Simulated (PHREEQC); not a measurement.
Model water analysis in mmol/kgw, 25 °C, pH 2.08:

| constituent | mmol/kgw |
|---|---|
| Na | 65.5 |
| K | 7.24 |
| Ca | 2.52 |
| Mg | 1.01 |
| Cl | 56.3 |
| S(6) | 95.4 |

Valence states are taken as typed.

All values are PHREEQC results (Pitzer model, pitzer.dat), not measurements.

Precipitation was switched off in this run.

Task: Predict the ionic strength, charge-balance error, osmotic coefficient.

Result: ionic strength 0.241 mol/kgw; charge-balance error -42.4 %; osmotic coefficient 0.786.

Task: In which forms is S present?

Result: SO4-2 81 %, HSO4- 19 % of the S.

Species that the database lacks are ignored.
